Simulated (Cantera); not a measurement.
Feed: 1 mol MgO, 1.9 mol H2S, 1.2 mol CO2, 0.0002 mol CH4, held at 330 Torr.

Method: chemical equilibrium by Gibbs-energy minimisation in Cantera with the NASA 1993 tables (ideal gas, pure condensed phases). Candidate condensed phases: C, C6H6, C7H8, C8H18, H2O, H2SO4, Mg, MgCO3, MgO, Mg(OH)2, MgS, MgSO4, S; 130 gas species. Gases not in the tables: S3 to S7. Equilibrium is a limit: real reactors are often held back by kinetics, nucleation or transport.

x: gas mole fraction; n: condensed amount in mol.

```tsv
T (K)	x H2S	x CO2	x H2O	x CO	x S2	x H2	x COS	n MgO(s)
925	0.513	0.308	0.0703	0.0332	0.0241	0.0153	0.0354	1.00
975	0.486	0.291	(withheld)	(withheld)	(withheld)	(withheld)	0.0336	1.00
1025	0.456	0.272	0.0975	0.0651	0.0474	0.0303	0.0310	1.00
1075	0.422	0.251	0.112	0.0836	0.0615	0.0402	0.0277	1.00
1125	0.387	0.230	0.127	0.102	0.0766	0.0517	0.0243	1.00
1175	0.350	0.209	0.142	0.121	0.0919	0.0643	0.0209	1.00
1225	0.313	0.189	0.156	0.138	0.107	0.0778	0.0178	1.00
1275	0.277	0.170	0.168	0.154	0.122	0.0917	0.0150	1.00
1325	(withheld)	(withheld)	0.179	0.168	(withheld)	(withheld)	(withheld)	1.00
1375	0.213	0.138	0.189	0.180	0.147	0.119	0.0105	1.00
1425	0.185	0.125	0.196	0.191	0.158	0.132	0.00880	1.00
1475	0.160	0.113	0.202	0.200	0.167	0.144	0.00737	1.00
```

Q: What belongs in the gaps?

A: 
- 975, x H2O: 0.0833
- 975, x CO: 0.0480
- 975, x S2: 0.0348
- 975, x H2: 0.0219
- 1325, x H2S: 0.244
- 1325, x CO2: 0.153
- 1325, x S2: 0.135
- 1325, x H2: 0.106
- 1325, x COS: 0.0126
